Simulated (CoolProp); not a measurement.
Vapour-liquid equilibrium of n-pentane (1) + acetone (2) at 0.161 MPa; x and y are mole fractions of (1).

Computed with CoolProp (multi-fluid Helmholtz-energy mixture model, Thol 2019 and Lemmon 2006; pair parameters Bell 2016).

Q: Give the bubble temperature and the first vapour's composition at x = 0.2, 0.65, 0.95. Is there an azeotrope?

A: x = 0.2: 52.3 °C, y = 0.519; x = 0.65: 46.6 °C, y = 0.699; x = 0.95: 48.6 °C, y = 0.906. y crosses x between x = 0.65 and 0.8: the model has an azeotrope there.

The pair parameters rest on a limited set of measurements; away from them the model extrapolates.
